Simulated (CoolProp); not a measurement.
Vapour pressure (MPa) of CF4 (R14): the reference equation beside estimates from Tc = 227.4 K, pc = 3.762 MPa, ω = 0.178.

Computed with CoolProp (reference Helmholtz-energy equation of state, Platzer 1990). This equation is an older, rougher fit; its heat capacities, sound speeds and derivatives of the liquid may be far off and weren't checked against measurements.

| T (K) | reference | Lee-Kesler | van der Waals | Redlich-Kwong | Peng-Robinson |
|---|---|---|---|---|---|
| 158.6 | 0.2394 | … | 0.7403 | 0.3190 | 0.2406 |
| 162.7 | 0.3013 | 0.3042 | 0.8425 | 0.3947 | … |
| 166.9 | … | 0.3807 | 0.9563 | 0.4847 | … |
| 171 | 0.4628 | 0.4682 | 1.076 | 0.5857 | 0.4649 |
| 175.2 | 0.5657 | 0.5725 | 1.209 | 0.7037 | 0.5685 |
| 179.3 | 0.6815 | … | 1.348 | 0.8340 | 0.6853 |
| 183.4 | 0.8141 | 0.8236 | 1.497 | 0.9800 | 0.8191 |
| 187.6 | … | 0.9793 | 1.660 | 1.147 | … |
| 191.7 | … | 1.151 | 1.830 | 1.328 | 1.148 |

Question: What belongs in the gaps?

Answer: 
- 158.6, Lee-Kesler: 0.2412
- 162.7, Peng-Robinson: 0.3027
- 166.9, reference: 0.3766
- 166.9, Peng-Robinson: 0.3782
- 179.3, Lee-Kesler: 0.6897
- 187.6, reference: 0.9688
- 187.6, Peng-Robinson: 0.9755
- 191.7, reference: 1.140

Absolute difference from the reference over all 9 rows, mean and median: Lee-Kesler 1.1 and 1.1 %, van der Waals 122.5 and 113.7 %, Redlich-Kwong 24.6 and 24.4 %, Peng-Robinson 0.5 and 0.5 %.
